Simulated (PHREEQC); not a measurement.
1 kg of water holding 16 mmol/kgw NaCl and 6.7 mmol/kgw NaHCO3 is evaporated at 90 °C; the solids stay in contact with the brine. CO2 is held at log p = -3.4 (atm). The run lets Halite, Nahcolite, Natron, Trona precipitate or redissolve, and no other solid.

Computed with PHREEQC (Pitzer model, pitzer.dat).

```csv
water left (kg),ionic strength,water activity,Cl in solution (mol/kgw),Na in solution (mol/kgw),C in solution (mol/kgw),pH
1,0.0236,0.999,0.0160,0.0227,0.00491,9.26
0.6755,0.0354,0.999,0.0237,0.0336,…,9.37
0.5552,0.0433,0.999,0.0288,0.0409,0.00837,9.42
0.3751,0.0648,0.998,0.0427,0.0605,0.0119,9.51
0.2534,0.0970,0.997,0.0631,0.0896,0.0170,9.59
0.2082,…,0.997,0.0768,0.109,0.0203,…
0.1407,0.177,0.995,0.114,0.161,0.0291,9.70
0.09506,0.264,0.993,0.168,0.239,0.0418,9.76
0.06422,0.394,0.989,0.249,0.353,0.0603,9.81
0.0528,0.480,0.987,0.303,0.430,0.0726,9.83
0.03569,0.714,0.981,0.448,0.636,0.105,9.88
0.02412,1.06,0.972,0.663,0.941,0.153,9.91
0.01984,1.29,0.966,0.807,1.14,0.185,…
0.01342,1.91,0.949,1.19,1.69,0.270,9.97
0.009083,2.84,…,1.76,2.50,0.395,…
0.00748,3.45,0.904,2.14,3.03,0.477,10.02
0.005067,5.09,0.850,3.16,4.48,0.702,10.08
```

Question: Some entries are withheld; supply them.

Answer: 
- 0.6755, C in solution (mol/kgw): 0.00701
- 0.2082, ionic strength: 0.119
- 0.2082, pH: 9.63
- 0.01984, pH: 9.93
- 0.009083, water activity: 0.923
- 0.009083, pH: 10.00

Constants without temperature data keep their 25 °C values here.
